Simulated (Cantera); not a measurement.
Cantera with NASA thermochemical tables; ideal gases at 1 bar, condensed phases pure. Values are per mole of reaction as written; species without (g) are pure solids or liquids, kept so even where they would boil at 1 bar.

MgBr2 + H2(g) = Mg(g) + 2 HBr(g), with ΔH° = 598.4 kJ and ΔS° = 298.1 J/K at 300 K.

**Question.** How far is the shortcut ΔG° ≈ ΔH°(300 K) − T·ΔS°(300 K) from the full temperature-dependent value at 400, 550, 700, 850, 1000, 1150 K?

**Answer.** 
```json
[
 {"T (K)": "400", "shortcut (kJ)": "479.2", "full (kJ)": "479.6", "difference (kJ)": "-0.4", "difference in log10 K": "0.05", "condensed phases": "MgBr2(s)"},
 {"T (K)": "550", "shortcut (kJ)": "434.5", "full (kJ)": "436.7", "difference (kJ)": "-2.2", "difference in log10 K": "0.21", "condensed phases": "MgBr2(s)"},
 {"T (K)": "700", "shortcut (kJ)": "389.8", "full (kJ)": "395.0", "difference (kJ)": "-5.2", "difference in log10 K": "0.39", "condensed phases": "MgBr2(s)"},
 {"T (K)": "850", "shortcut (kJ)": "345.1", "full (kJ)": "354.3", "difference (kJ)": "-9.2", "difference in log10 K": "0.57", "condensed phases": "MgBr2(s)"},
 {"T (K)": "1000", "shortcut (kJ)": "300.4", "full (kJ)": "315.1", "difference (kJ)": "-14.8", "difference in log10 K": "0.77", "condensed phases": "MgBr2(l)"},
 {"T (K)": "1150", "shortcut (kJ)": "255.6", "full (kJ)": "282.2", "difference (kJ)": "-26.6", "difference in log10 K": "1.21", "condensed phases": "MgBr2(l)"}
]
```
The shortcut ignores heat capacities and the phase changes listed.
